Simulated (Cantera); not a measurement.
What does this Cantera script print?

```python
import numpy as np
import cantera as ct

gas_names = [...]  # 113 gases of nasa_gas.yaml made of C, Cu, H, O
cond_names = """
    C(gr) C6H6(L) C7H8(L) C8H18(L),n-octa Cu(cr) Cu(L) CuO(s) CuO2H2(s) Cu2O(s) Cu2O(L) H2O(s) H2O(L)
""".split()


# ... load() reads the species with a 1 bar reference pressure and builds the phases ...
atoms = {
    'Cu2O': {'Cu': 2, 'O': 1},
    'CO': {'C': 1, 'O': 1},
    'H2': {'H': 2},
}
top_T = {'C(gr)': 4500, 'CuO(s)': 1390}  # K; cautious upper limits of use, not melting points


# ... equilibrate(T, P, feed) seeds the gas with the atoms and calls Mixture.equilibrate('TP', solver="vcs", rtol=1e-11, max_steps=5000) ...
results = []
T = 2175  # K
P = 4700  # Pa
for m in [0.13, 0.19, 0.26, 0.36, 0.51, 0.7, 0.98, 1.4, 1.9, 2.6, 3.7, 5.1, 7.1]:
    feed = {'Cu2O': 1, 'CO': 1.9, 'H2': m}  # mol
    mix = equilibrate(T, P, feed)
    results.append((T, P, feed, dict(zip(mix.species_names, mix.species_moles))))

top = {s: max(r[3][s] / sum(r[3][g] for g in gas_names) for r in results) for s in gas_names}
cols = sorted((s for s in top if top[s] > 0.0001), key=lambda s: -top[s])[:5]
seen = [c for c in cond_names if any(r[3].get(c, 0) > 1e-12 for r in results)]
print("log10 of partial pressures in bar; condensed amounts in mol")
print(f"{'n(H2)':>10s}" + "".join(f"{s[:9]:>10s}" for s in cols + seen))
for T, P, feed, n in results:
    ng = sum(n[g] for g in gas_names)
    print(f"{feed['H2']:10.4g}" + "".join(f"{np.log10(max(n[s] / ng * P / 1e5, 1e-99)):10.3f}" for s in cols)
          + "".join(f"{n.get(c, 0):10.4g}" for c in seen))
```

Result:

```
log10 of partial pressures in bar; condensed amounts in mol
     n(H2)        H2        Cu        CO       CO2       H2O     Cu(L)
      0.13    -3.516    -1.718    -1.862    -1.917    -2.855    0.5742
      0.19    -3.327    -1.718    -1.855    -1.953    -2.708    0.5316
      0.26    -3.165    -1.718    -1.849    -1.994    -2.594     0.482
      0.36    -2.992    -1.718    -1.843    -2.053    -2.486    0.4113
      0.51    -2.799    -1.718    -1.838    -2.140    -2.385     0.305
       0.7    -2.620    -1.718    -1.839    -2.248    -2.312    0.1704
      0.98    -2.427    -1.722    -1.846    -2.394    -2.259         0
       1.4    -2.215    -1.758    -1.851    -2.567    -2.216         0
       1.9    -2.051    -1.797    -1.869    -2.740    -2.207         0
       2.6    -1.906    -1.846    -1.903    -2.935    -2.222         0
       3.7    -1.770    -1.914    -1.959    -3.169    -2.264         0
       5.1    -1.671    -1.987    -2.025    -3.392    -2.323         0
       7.1    -1.590    -2.074    -2.107    -3.632    -2.399         0
```

Cantera equilibrium calculation (NASA polynomials, part measured and part estimated; ideal gas, pure solids and liquids).
